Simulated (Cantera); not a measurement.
Input (Python, Cantera) and output of one run.

```python
import numpy as np
import cantera as ct

gas_names = """
    C CN CO CO2 C2 CCN CNC C2N2 C2O C3 C3O2 C4 C4N2 C5 N NCO NO NO2 NO3 N2 N2O O O2 O3 Pb PbO Pb2
""".split()
cond_names = """
    C(gr) Pb(cr) Pb(L) PbO(rd) PbO(yw) PbO(L) PbO2(s) Pb3O4(s)
""".split()


def load(file, names, dense=False):
    # The tables refer to 1 bar. Condensed volumes are neglected.
    table = {s.name: s for s in ct.Species.list_from_file(file)}
    out = []
    for n in names:
        d = dict(table[n].input_data)
        d["thermo"] = dict(d["thermo"], **{"reference-pressure": 1e5})
        if dense:
            d["equation-of-state"] = {"model": "constant-volume", "density": "1e6 g/cm^3"}
        out.append(ct.Species.from_dict(d))
    return out


gas = ct.Solution(thermo="ideal-gas", species=load("nasa_gas.yaml", gas_names))
cond = {s.name: ct.Solution(thermo="fixed-stoichiometry", species=[s], name=s.name)
        for s in load("nasa_condensed.yaml", cond_names, dense=True)}
atoms = {
    'Pb': {'Pb': 1},
    'CO': {'C': 1, 'O': 1},
    'N2': {'N': 2},
}
top_T = {'C(gr)': 4500, 'Pb3O4(s)': 820}  # K; cautious upper limits of use, not melting points


def equilibrate(T, P, feed):
    n = {}
    for name, mol in feed.items():
        for a, k in atoms[name].items():
            n[a] = n.get(a, 0.0) + k * mol
    gas.TPX = T, P, n
    mass = sum(n.values()) * gas.mean_molecular_weight
    gas.equilibrate("TP")
    valid = [c for c in cond.values() if c.min_temp <= T <= top_T.get(c.name, c.max_temp)]
    mix = ct.Mixture([(gas, mass / gas.mean_molecular_weight)] + [(c, 0.0) for c in valid])
    mix.T, mix.P = T, P
    mix.equilibrate("TP", solver="vcs", rtol=1e-11, max_steps=5000)
    return mix


results = []
T = 873.15  # K
P = 100000  # Pa
for m in [0.12, 0.17, 0.25, 0.37, 0.54, 0.79, 1.2, 1.7, 2.5, 3.7, 5.3, 7.8, 11]:
    feed = {'Pb': 1, 'CO': 0.033, 'N2': m}  # mol
    mix = equilibrate(T, P, feed)
    results.append((T, P, feed, dict(zip(mix.species_names, mix.species_moles))))

top = {s: max(r[3][s] / sum(r[3][g] for g in gas_names) for r in results) for s in gas_names}
cols = sorted((s for s in top if top[s] > 0.001), key=lambda s: -top[s])[:8]
seen = [c for c in cond_names if any(r[3].get(c, 0) > 1e-12 for r in results)]
print("log10 of partial pressures in bar; condensed amounts in mol")
print(f"{'n(N2)':>10s}" + "".join(f"{s[:9]:>10s}" for s in cols + seen))
for T, P, feed, n in results:
    ng = sum(n[g] for g in gas_names)
    print(f"{feed['N2']:10.4g}" + "".join(f"{np.log10(max(n[s] / ng * P / 1e5, 1e-99)):10.3f}" for s in cols)
          + "".join(f"{n.get(c, 0):10.4g}" for c in seen))
```

It prints:

```
log10 of partial pressures in bar; condensed amounts in mol
     n(N2)        N2        CO       CO2     C(gr)     Pb(L)
      0.12    -0.074    -1.089    -1.124    0.0107         1
      0.17    -0.055    -1.170    -1.287  0.009975         1
      0.25    -0.040    -1.266    -1.479  0.009083         1
      0.37    -0.028    -1.371    -1.688  0.008093         1
      0.54    -0.020    -1.478    -1.902  0.007084         1
      0.79    -0.015    -1.592    -2.131  0.006048         1
       1.2    -0.010    -1.725    -2.396   0.00493         1
       1.7    -0.007    -1.842    -2.630  0.004052         1
       2.5    -0.005    -1.977    -2.901  0.003174         1
       3.7    -0.004    -2.122    -3.190  0.002407         1
       5.3    -0.003    -2.259    -3.465  0.001826         1
       7.8    -0.002    -2.412    -3.770  0.001329         1
        11    -0.001    -2.551    -4.049 0.0009865         1
```

Cantera equilibrium calculation (NASA polynomials, part measured and part estimated; ideal gas, pure solids and liquids).
